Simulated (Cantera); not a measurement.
Charge: 1 mol MgO, 0.28 mol H₂S, 3 mol H₂O, held at 1325 °C and 1330 Pa.

These are equilibrium values from Cantera (NASA tables, ideal gas, pure condensed phases), not measurements of a reactor. Candidate condensed phases: H₂O, H₂SO₄, Mg, MgO, Mg(OH)₂, MgS, MgSO₄, S; 26 gas species. The numbers say what is thermodynamically allowed, not how fast it happens.

Base state: H₂O 0.743, H₂ 0.186, SO₂ 0.0539, S₂ 0.00838, H₂S 0.00457, SO 0.00323, SH 0.000921, H 0.000199 (mole fractions); condensed: MgO(s).

Question: What changes in the equilibrium state with this change: temperature from 1325 °C to 1200 °C?

Answer: 
```csv
species,before,after
H₂O,0.743,0.775
H₂,0.186,0.158
SO₂,0.0539,0.0424
S₂,0.00838,0.0134
OH,3.09e-5,5.57e-6
H,0.000199,4.35e-5
S,9.39e-5,2.97e-5
SO,0.00323,0.00148
"MgO(s), mol",1.000,1.00
```
